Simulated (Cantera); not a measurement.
Charge: 1 mol C₂F₆, 0.032 mol F₂, 9.5 mol H₂, held at 2523 K and 13.3 mbar.

These are equilibrium values from Cantera (NASA tables, ideal gas, pure condensed phases), not measurements of a reactor. Candidate condensed phases: C, C₆H₆, C₇H₈, C₈H₁₈; 95 gas species. The feed counts by its element totals alone. Rates play no part.

Base state: HF 0.447, H₂ 0.396, H 0.152, C₂H₂ (acetylene) 0.00472, F 0.000379, C₂H 0.000136, C₃ 5.31e-5, C₄H₂ 2.32e-5 (mole fractions); condensed: C(graphite).

What changes in the equilibrium state with this change: pressure from 13.3 mbar to 36.0 mbar?


```json
[
 {"species": "HF", "before": "0.447", "after": "0.460"},
 {"species": "H₂", "before": "0.396", "after": "0.437"},
 {"species": "H", "before": "0.152", "after": "0.0969"},
 {"species": "C", "before": "1.71e-5", "after": "6.32e-6"},
 {"species": "C₃", "before": "5.31e-5", "after": "1.97e-5"},
 {"species": "C(graphite), mol", "before": "1.86", "after": "1.86"}
]
```
